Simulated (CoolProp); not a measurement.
Vapour-liquid equilibrium of propylene (1) + R134a (2) at 208.5 K; x and y are mole fractions of (1).

Computed with CoolProp (multi-fluid Helmholtz-energy mixture model, Lemmon 2013 and Tillner-Roth 1994; pair parameters Bell 2016).

| x | bubble pressure (kPa) | y at the bubble point | dew pressure at overall composition x (kPa) | liquid density (mol/L) |
|---|---|---|---|---|
| 0.05 | 19.56 | 0.429 | 12.24 | 14.56 |
| 0.2 | 33.93 | 0.706 | 14.37 | 14.54 |
| 0.35 | 39.78 | 0.769 | 17.40 | 14.54 |
| 0.5 | 41.99 | 0.794 | 22.00 | 14.57 |
| 0.65 | 43.14 | 0.813 | 29.68 | 14.63 |
| 0.8 | 44.14 | 0.847 | 42.43 | 14.75 |
| 0.95 | 44.20 | 0.938 | 44.09 | 14.92 |

y crosses x between x = 0.8 and 0.95: the model has an azeotrope there.

Pair parameters are fitted to limited data, so mixtures are less certain than the pure fluids. With so large a gap from Raoult's law the liquid may split in two, which this calculation doesn't test in full.
